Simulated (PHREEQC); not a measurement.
Dissolve 0.0058 mol H2SO4 and 0.026 mol KCl per kg of water at 65 °C. Closed to the air; pH follows from the charge balance.

All values are PHREEQC results (ion-association model, wateq4f.dat), not measurements.

This is a speciation only: nothing precipitates in the calculation.

Problem. Order these S species by the share of S that they hold, largest first: HSO4-, SO4-2, KSO4-.

Solution. HSO4- (49 %), SO4-2 (44 %), KSO4- (6.8 %)

The pH is 2.13 and the ionic strength 0.0369 mol/kgw. Complexes and solids missing from the database can't appear. Constants without temperature data keep their 25 °C values here.
